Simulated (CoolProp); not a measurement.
Vapour pressure (MPa) of decamethylcyclopentasiloxane (D5): the reference equation beside estimates from Tc = 618.3 K, pc = 1.078 MPa, ω = 0.631. Clausius-Clapeyron is anchored at 439.2 K with a constant enthalpy of vaporisation of 46.51 kJ/mol.

Model: reference Helmholtz-energy equation of state, Thol 2019, in CoolProp.

| T (K) | reference | Lee-Kesler | Clausius-Clapeyron | van der Waals | Redlich-Kwong | Soave-Redlich-Kwong | Peng-Robinson |
|---|---|---|---|---|---|---|---|
| 379.2 | 0.003312 | 0.003535 | 0.004094 | 0.1061 | 0.02768 | 0.003523 | 0.003794 |
| 391.2 | 0.005580 | 0.005827 | 0.006436 | 0.1263 | 0.03772 | 0.005813 | ? |
| 403.2 | 0.009011 | 0.009252 | 0.009850 | 0.1490 | 0.05028 | 0.009237 | 0.009700 |
| 415.2 | 0.01401 | 0.01420 | 0.01471 | 0.1742 | 0.06570 | 0.01419 | 0.01475 |
| 427.2 | 0.02106 | 0.02114 | 0.02147 | 0.2021 | 0.08433 | 0.02115 | 0.02178 |
| 439.2 | 0.03071 | 0.03060 | 0.03071 | 0.2327 | 0.1065 | 0.03066 | 0.03134 |
| 451.2 | 0.04359 | 0.04321 | 0.04309 | 0.2662 | 0.1326 | ? | 0.04403 |
| 463.2 | 0.06040 | 0.05964 | 0.05941 | 0.3027 | 0.1629 | 0.05999 | 0.06056 |
| 475.2 | 0.08189 | 0.08065 | 0.08059 | 0.3423 | 0.1979 | 0.08131 | 0.08169 |
| 487.2 | ? | 0.1071 | 0.1077 | 0.3850 | ? | 0.1082 | 0.1083 |
| 499.2 | 0.1422 | 0.1398 | 0.1419 | 0.4310 | 0.2828 | 0.1416 | 0.1413 |
| 511.2 | 0.1829 | 0.1797 | 0.1846 | 0.4803 | 0.3335 | 0.1826 | 0.1816 |
| 523.2 | 0.2319 | 0.2279 | 0.2373 | ? | 0.3900 | 0.2321 | 0.2305 |

Problem. Complete the blanks.

Solution. 
- 391.2, Peng-Robinson: 0.006176
- 451.2, Soave-Redlich-Kwong: 0.04337
- 487.2, reference: 0.1089
- 487.2, Redlich-Kwong: 0.2377
- 523.2, van der Waals: 0.5329

Absolute difference from the reference over all 13 rows, mean and median: Lee-Kesler 2.0 and 1.7 %, Clausius-Clapeyron 4.9 and 1.6 %, van der Waals 881.5 and 510.7 %, Redlich-Kwong 274.5 and 204.2 %, Soave-Redlich-Kwong 1.4 and 0.6 %, Peng-Robinson 3.7 and 1.0 %.
